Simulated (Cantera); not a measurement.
A perfectly stirred reactor is fed with N2O = 1 (molar parts), at 100.0 Torr; it is held at 1575 K, and followed from long to short residence time.

Cantera simulation using GRI-Mech 3.0 (53 species, 325 reactions); the numbers are that mechanism's predictions, not measurements. GRI-Mech 3.0 was tuned for natural gas; its chemistry of N2O as a main component is partial and can be far from experiment. The temperature is held fixed by assumption; the heat of reaction is taken as removed at once.

**Question.** What does this change do: pressure from 100.0 Torr to 0.500 bar?

**Answer.** 
| quantity | before | after |
|---|---|---|
| x(N2O) at τ = 9.60 s | 0.00561 | 0.00185 |
| x(NO) at τ = 9.60 s | 0.103 | 0.0461 |
| x(O2) at τ = 9.60 s | 0.280 | 0.310 |
| x(O) at τ = 9.60 s | 5.40e-5 | 1.96e-5 |
| x(NO2) at τ = 9.60 s | 0.000121 | 0.000156 |
| x(N2O) at τ = 46.0 ms | 0.451 | 0.198 |
| x(NO) at τ = 46.0 ms | 0.103 | 0.135 |
| x(O2) at τ = 46.0 ms | 0.131 | 0.199 |
| x(O) at τ = 46.0 ms | 0.000138 | 0.000110 |
| x(NO2) at τ = 46.0 ms | 8.49e-5 | 0.000399 |
